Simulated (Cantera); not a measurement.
## Equilibrium for carbon deposition, reforming and gasification: n-butane + H2O + N2

Input: 1 mol n-butane, 2.7 mol H2O, 0.47 mol N2, equilibrated at 10.0 mbar.

Equilibrium computed with Cantera from the NASA thermochemical tables; the gas is ideal and each condensed phase is pure. Candidate condensed phases: C, C6H6, C7H8, C8H18, H2O; 136 gas species. Equilibrium is a limit: real reactors are often held back by kinetics, nucleation or transport.

```tsv
T (°C)	x H2	x H	x CO	x N2	x HCN	n C(graphite)
1600	0.703	0.00541	0.248	0.0423	0.00149	1.28
1675	0.699	0.00945	0.247	0.0420	0.00205	1.27
1750	0.693	0.0158	0.246	0.0414	0.00273	1.25
1825	0.684	0.0254	0.245	0.0408	0.00356	1.24
1900	0.671	0.0395	0.243	0.0400	0.00451	1.21
1975	0.652	0.0593	0.241	0.0389	0.00559	1.18
2050	0.628	0.0863	0.238	0.0377	0.00676	1.15
2125	0.596	0.122	0.233	0.0362	0.00797	1.10
2200	0.556	0.166	0.228	0.0345	0.00915	1.05
2275	0.507	0.220	0.221	0.0326	0.0102	0.980
2350	0.451	0.283	0.213	0.0305	0.0111	0.902
2425	0.390	0.352	0.204	0.0284	0.0118	0.802
```
x: gas mole fraction; n: condensed amount in mol.

From 1600 °C to 2425 °C the condensed part is C(graphite). The main C-bearing gas is CO throughout. The share of C in condensed phases is highest at 1600 °C (32.0 %) and lowest at 2425 °C (20.0 %).
